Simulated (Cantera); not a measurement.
A closed system holds: 1 mol Nb, 0.38 mol H2O, at 552 °C and 0.350 Pa.

Equilibrium computed with Cantera from the NASA thermochemical tables; the gas is ideal and each condensed phase is pure. Candidate condensed phases: H2O, Nb, NbO, NbO2, Nb2O5; 12 gas species. NbO: taken at fixed stoichiometry. Condensed phases not in the tables: N, O or C dissolved in the metal. Kinetics and transport are ignored.

Base state: H2 1.00 (mole fractions); condensed: Nb(s) + NbO(s).

Problem. What changes in the equilibrium state with this change: Nb replaced by Cr?

Solution. 
```tsv
species	before	after
H2	1.00	1.00
Nb(s), mol	0.620	0
NbO(s), mol	0.380	0
Cr(s), mol	0	0.747
Cr2O3(s), mol	0	0.127
```
Further candidate phases: Cr, Cr2O3.
